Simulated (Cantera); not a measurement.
An isothermal, constant-pressure homogeneous reactor starts with H₂ : O₂ = 0.013 : 1 (molar parts), at 923 K and 10.00 Torr.

Computed with Cantera and GRI-Mech 3.0 (53 species, 325 reactions). Radical loss at walls, strong at low pressure, is not modelled. Below about 950 K walls govern HO2 and H2O2 in real vessels.

x: mole fraction; the columns are a selection and need not sum to one.

```csv
t (s),x H₂,x O₂,x HO₂,x O,x OH,x H₂O,x H
0.000500,0.0128,0.987,6.39e-12,4.04e-12,3.11e-12,1.36e-12,3.45e-12
0.00170,0.0128,0.987,2.26e-11,3.63e-11,1.97e-11,2.89e-11,1.26e-11
0.00576,0.0128,0.987,1.27e-10,…,6.07e-10,…,3.35e-10
0.0196,0.0127,0.987,1.91e-6,6.11e-5,2.76e-5,8.02e-5,1.57e-5
0.0665,…,0.985,…,…,…,0.0126,…
0.226,8.38e-6,0.987,9.52e-7,0.000294,5.74e-5,0.0129,8.33e-6
0.766,8.56e-7,0.987,2.59e-7,3.28e-5,1.89e-5,0.0129,3.05e-7
2.60,7.91e-8,0.987,5.19e-8,3.60e-6,6.41e-6,0.0129,1.14e-8
8.84,7.37e-9,0.987,9.56e-9,5.05e-7,2.42e-6,0.0129,6.02e-10
30.0,9.54e-10,0.987,2.00e-9,9.41e-8,1.05e-6,0.0129,4.85e-11
```

Question: Fill in the missing entries.

Answer: 
- 0.00576, x O: 1.34e-9
- 0.00576, x H₂O: 1.66e-9
- 0.0665, x H₂: 0.000115
- 0.0665, x HO₂: 2.94e-6
- 0.0665, x O: 0.00197
- 0.0665, x OH: 0.000210
- 0.0665, x H: 0.000206
